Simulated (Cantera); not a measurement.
## Gas-phase reforming

A perfectly stirred reactor is fed with CH4 : CO2 = 1 : 3.8 (molar parts), at 500000 Pa; it is held at 1625 K, and followed from long to short residence time.

Model: GRI-Mech 3.0 (53 species, 325 reactions), integrated in Cantera.

| τ (s) | x CH4 | x CO2 | x O2 | x H2O2 | x C2H |
|---|---|---|---|---|---|
| 0.83 | 0.0190 | 0.322 | 4.30e-11 | 1.44e-12 | 8.28e-9 |
| 0.50 | 0.0233 | 0.350 | 4.85e-11 | 1.57e-12 | 1.16e-8 |
| 0.30 | 0.0286 | 0.384 | 5.63e-11 | 1.67e-12 | 1.54e-8 |
| 0.18 | 0.0357 | 0.422 | 6.58e-11 | 1.70e-12 | 1.90e-8 |
| 0.11 | 0.0449 | 0.463 | 7.44e-11 | 1.58e-12 | 2.17e-8 |
| 0.063 | 0.0596 | 0.516 | 7.90e-11 | 1.27e-12 | 2.25e-8 |
| 0.038 | 0.0776 | 0.568 | 7.45e-11 | <1e-12 | 2.07e-8 |
| 0.023 | 0.0994 | 0.621 | 6.25e-11 | <1e-12 | 1.73e-8 |
| 0.013 | 0.125 | 0.677 | 4.52e-11 | <1e-12 | 1.28e-8 |
| 0.0080 | 0.146 | 0.715 | 3.13e-11 | <1e-12 | 9.35e-9 |
| 0.0048 | 0.164 | 0.745 | 1.94e-11 | <1e-12 | 6.36e-9 |
x: mole fraction; the columns are a selection and need not sum to one.
